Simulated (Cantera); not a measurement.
What does this Cantera script print?

```python
import numpy as np
import cantera as ct

gas = ct.Solution("gri30.yaml")
gas.TPX = 948, 390000, {'CH2O': 0.0026, 'O2': 0.057, 'N2': 1}
reactor = ct.IdealGasConstPressureReactor(gas, energy="off", clone=False)
net = ct.ReactorNet([reactor])
net.rtol, net.atol = 1e-08, 1e-18
show = ['CH2O', 'O2', 'NO', 'H2O', 'CO', 'N2O']
times = np.geomspace(1e-05, 8, 15)

steps = ct.SolutionArray(gas, extra=["t"])
rows = []
print(f"{'t/s':>10s}{'T/K':>9s}{'P/Pa':>11s}" + "".join(f"{s:>11s}" for s in show))
for t in times:
    while net.time < t:
        t_next = net.step()
        steps.append(gas.state, t=t_next)
    rows.append([np.interp(t, steps.t, y) for y in (steps.T, steps.P, *steps(*show).X.T)])
    print(f"{t:10.3e}{rows[-1][0]:9.1f}{rows[-1][1]:11.4g}" + "".join(f"{x:11.3e}" for x in rows[-1][2:]))
rate = np.gradient(steps.T, steps.t)
print("integrator steps:", len(steps.t))
if steps.T.max() > steps.T[0] + 200:
    print(f"time of steepest temperature rise: {steps.t[rate.argmax()]:.4e} s")
gas.TPX = 948, 390000, {'CH2O': 0.0026, 'O2': 0.057, 'N2': 1}
gas.equilibrate("TP")
print(f"equilibrium (TP): T = {gas.T:.1f} K  " + "  ".join(f"{s} {gas[s].X[0]:.3e}" for s in show))
```

Output:

```
       t/s      T/K       P/Pa       CH2O         O2         NO        H2O         CO        N2O
 1.000e-05    948.0    3.9e+05  2.454e-03  5.379e-02  1.089e-24  1.387e-11  4.042e-09  2.021e-17
 2.640e-05    948.0    3.9e+05  2.454e-03  5.379e-02  4.034e-24  4.341e-11  1.089e-08  1.015e-16
 6.971e-05    948.0    3.9e+05  2.454e-03  5.379e-02  1.347e-23  1.340e-10  3.009e-08  5.781e-16
 1.841e-04    948.0    3.9e+05  2.454e-03  5.379e-02  4.707e-23  5.484e-10  8.857e-08  3.659e-15
 4.860e-04    948.0    3.9e+05  2.453e-03  5.379e-02  2.079e-22  4.460e-09  2.987e-07  2.447e-14
 1.283e-03    948.0    3.9e+05  2.452e-03  5.379e-02  1.470e-21  6.417e-08  1.278e-06  1.692e-13
 3.388e-03    948.0    3.9e+05  2.446e-03  5.379e-02  1.767e-20  1.125e-06  7.532e-06  1.214e-12
 8.944e-03    948.0    3.9e+05  2.390e-03  5.374e-02  2.214e-19  2.167e-05  6.331e-05  9.246e-12
 2.362e-02    948.0    3.9e+05  1.809e-03  5.334e-02  2.884e-18  3.944e-04  6.409e-04  6.737e-11
 6.235e-02    948.0    3.9e+05  3.277e-07  5.234e-02  2.681e-14  2.349e-03  2.168e-03  1.290e-09
 1.646e-01    948.0    3.9e+05  6.338e-11  5.226e-02  3.028e-14  2.432e-03  1.936e-03  6.064e-09
 4.347e-01    948.0    3.9e+05  3.694e-12  5.224e-02  3.884e-14  2.436e-03  1.874e-03  9.726e-09
 1.148e+00    948.0    3.9e+05  9.756e-14  5.220e-02  6.900e-14  2.439e-03  1.796e-03  1.564e-08
 3.030e+00    948.0    3.9e+05  1.321e-14  5.212e-02  1.836e-13  2.444e-03  1.629e-03  2.940e-08
 8.000e+00    948.0    3.9e+05  6.630e-15  5.196e-02  6.370e-13  2.449e-03  1.303e-03  6.011e-08
integrator steps: 1491
equilibrium (TP): T = 948.0 K  CH2O 1.087e-32  O2 5.133e-02  NO 9.314e-06  H2O 2.454e-03  CO 5.205e-14  N2O 1.750e-09
```

Model: GRI-Mech 3.0 (53 species, 325 reactions), integrated in Cantera. Below about 1000 K GRI-Mech 3.0 lacks low-temperature oxidation paths.
